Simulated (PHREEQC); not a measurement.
Alkaline etch or developer

Make-up at 20 °C: 0.0039 mol TMAH, 1.9e-06 mol H4SiO4 and 0.0014 mol K2CO3 per kg of water. Closed to the air; pH follows from the charge balance.

Model: ion-association model, phreeqc.dat, run in PHREEQC.

- pH = 11.72
- ionic strength = 0.00805 mol/kgw
- total alkalinity = 6.70 meq/kg

```json
[
 {"species": "OH-", "molality": "0.00394", "activity": "0.00359", "log γ": "-0.041"},
 {"species": "(CH3)4N+", "molality": "0.00390", "activity": "0.00355", "log γ": "-0.041"},
 {"species": "K+", "molality": "0.00280", "activity": "0.00255", "log γ": "-0.041"},
 {"species": "CO3-2", "molality": "0.00135", "activity": "0.000943", "log γ": "-0.157"},
 {"species": "HCO3-", "molality": "4.68e-5", "activity": "4.27e-5", "log γ": "-0.039"},
 {"species": "H3SiO4-", "molality": "1.81e-6", "activity": "1.65e-6", "log γ": "-0.041"},
 {"species": "H2SiO4-2", "molality": "6.04e-8", "activity": "4.21e-8", "log γ": "-0.157"},
 {"species": "H4SiO4", "molality": "2.55e-8", "activity": "2.56e-8", "log γ": "0.001"}
]
```

Precipitation was switched off in this run. Species that the database lacks are ignored. (CH3)4N+ isn't in the database: it is added as a free cation with an ion size of 4 Å.
